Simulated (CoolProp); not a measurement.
A simple Rankine cycle with n-perfluoropentane: condensing at 328.15 K, boiler at 0.896 MPa, turbine inlet 381.9 K, turbine efficiency 0.6, pump efficiency 0.6, no recuperator. Each further row changes one setting.

Computed with CoolProp (reference Helmholtz-energy equation of state, Gao 2022).

```
case                             thermal efficiency (%)  net work (kJ/kg)  heat in (kJ/kg)  turbine exit temperature (K)  volume ratio over the turbine
-------------------------------  ----------------------  ----------------  ---------------  ----------------------------  -----------------------------
as stated                                           5.3              6.47              122                         364.6                           4.61
turbine inlet 401.9 K                               5.0              7.17              143                         386.3                           4.32
condensing temperature 320.15 K                     6.0              7.87              131                         362.4                           5.97
boiler pressure 0.627 MPa                           4.1              5.14              126                         371.1                           2.89
turbine efficiency 0.5                              4.3              5.27              122                         365.9                           4.63
```
